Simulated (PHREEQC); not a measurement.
# Copper plating or etch bath: an equilibrium model

Dissolve 0.0019 mol CuSO4, 0.00032 mol HBF4 and 0.28 mol KCl per kg of water at 25 °C. Closed to the air; pH follows from the charge balance.

Model: ion-association model, phreeqc.dat, run in PHREEQC.

| Quantity | Result |
|---|---|
| pH | 3.21 |
| ionic strength | 0.286 mol/kgw |
| activity of water | 0.990 |
| specific conductance | 32300 µS/cm |
| density | 1.010 g/cm³ |
| total alkalinity | -1.28 meq/kg |

| species | molality | activity | log γ |
|---|---|---|---|
| Cl- | 0.280 | 0.193 | -0.162 |
| K+ | 0.279 | 0.191 | -0.165 |
| Cu+2 | 0.00151 | 0.000445 | -0.531 |
| SO4-2 | 0.00125 | 0.000320 | -0.592 |
| F- | 0.000792 | 0.000537 | -0.169 |
| H+ | 0.000780 | 0.000612 | -0.106 |
| KSO4- | 0.000594 | 0.000430 | -0.140 |
| HF | 0.000461 | 0.000493 | 0.029 |
| CuCl+ | 0.000333 | 0.000231 | -0.160 |

Precipitation was switched off in this run. Real BF4- forms and hydrolyses slowly; the run takes it at equilibrium.
